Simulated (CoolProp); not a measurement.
Vapour-liquid equilibrium of C2F6 (R116) (1) + R143a (2) at 296 kPa; x and y are mole fractions of (1).

Values from CoolProp's multi-fluid Helmholtz-energy mixture model, Lemmon 2006 and Lemmon and Jacobsen 2000; pair parameters Bell 2016.

```
x     bubble temperature (K)  y at the bubble point  dew temperature at overall composition x (K)  liquid density (mol/L)
----  ----------------------  ---------------------  --------------------------------------------  ----------------------
0.05                   243.7                  0.274                                         250.1                   13.06
0.15                   233.4                  0.558                                         247.4                   12.98
0.25                   227.7                  0.682                                         244.4                   12.76
0.35                   224.4                  0.745                                         241.2                   12.49
0.45                   222.4                  0.784                                         237.7                   12.19
0.55                   221.1                  0.812                                         233.7                   11.89
0.65                   220.0                  0.837                                         229.2                   11.62
0.75                   219.2                  0.865                                         224.1                   11.36
0.85                   218.4                  0.902                                         219.6                   11.14
0.95                   217.8                  0.959                                         217.9                   10.95
```

No azeotrope shows between x = 0.05 and 0.95.

The pair parameters rest on a limited set of measurements; away from them the model extrapolates. With so large a gap from Raoult's law the liquid may split in two, which this calculation doesn't test in full.
